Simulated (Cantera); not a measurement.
Hydrocarbon pyrolysis for carbon deposition

A perfectly stirred reactor is fed with CH₄ : H₂ = 1 : 91 (molar parts), at 10.5 Torr; it is held at 1825 K, and followed from long to short residence time.

Cantera simulation using GRI-Mech 3.0 (53 species, 325 reactions); the numbers are that mechanism's predictions, not measurements. GRI-Mech 3.0 stops at C3 and has no aromatics, soot or wall deposition, so with more carbon than oxygen in the feed, carbon stays in small species such as C2H2 where larger ones or solid carbon would form. Radical loss at walls, strong at low pressure, is not modelled.

| τ (s) | x CH₄ | x H₂ | x CH₃ | x C₂H₆ | x C₂H₄ |
|---|---|---|---|---|---|
| 8.7 | 0.00143 | 0.990 | 9.89e-5 | 1.28e-8 | 1.74e-6 |
| 3.6 | 0.00224 | 0.990 | 0.000147 | 2.95e-8 | 2.25e-6 |
| 1.5 | 0.00344 | 0.990 | 0.000211 | 6.43e-8 | 3.37e-6 |
| 0.62 | 0.00514 | 0.989 | 0.000285 | 1.28e-7 | 5.49e-6 |
| 0.26 | 0.00716 | 0.988 | 0.000346 | 2.09e-7 | 8.38e-6 |
| 0.11 | 0.00908 | 0.988 | 0.000345 | 2.46e-7 | 1.01e-5 |
| 0.044 | 0.0103 | 0.988 | 0.000238 | 1.56e-7 | 7.23e-6 |
| 0.018 | 0.0107 | 0.989 | 0.000115 | 4.73e-8 | 2.59e-6 |
| 0.0076 | 0.0108 | 0.989 | 5.00e-5 | 1.04e-8 | 5.19e-7 |
| 0.0032 | 0.0108 | 0.989 | 2.14e-5 | 1.95e-9 | 6.31e-8 |
| 0.0013 | 0.0109 | 0.989 | 8.90e-6 | 3.15e-10 | 5.34e-9 |
x: mole fraction; the columns are a selection and need not sum to one.
